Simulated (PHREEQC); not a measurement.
Synthetic water in mmol/kgw, 50 °C, pH 6.42:

```csv
constituent,mmol/kgw
Na,78.3
K,2.01
Ca,1.45
Mg,11
Cl,88.9
S(6),9.95
Alkalinity (meq/kgw),0.00148
Si,1.13
Br,0.0624
B,0.0137
Sr,0.0656
```

Cl is adjusted to close the charge balance.
Valence states are taken as typed.

All values are PHREEQC results (Pitzer model, pitzer.dat), not measurements.

The ionic strength comes out as 0.128 mol/kgw. What activity coefficients do K+, Sr+2, Na+, Mg+2, Br- get?

K+ 0.75, Sr+2 0.29, Na+ 0.76, Mg+2 0.31, Br- 0.75. Single-ion values are on the MacInnes scale.

Precipitation was switched off in this run. Species that the database lacks are ignored. Away from 25 °C the constants follow the database's enthalpies or fits; those with neither stay at their 25 °C values.
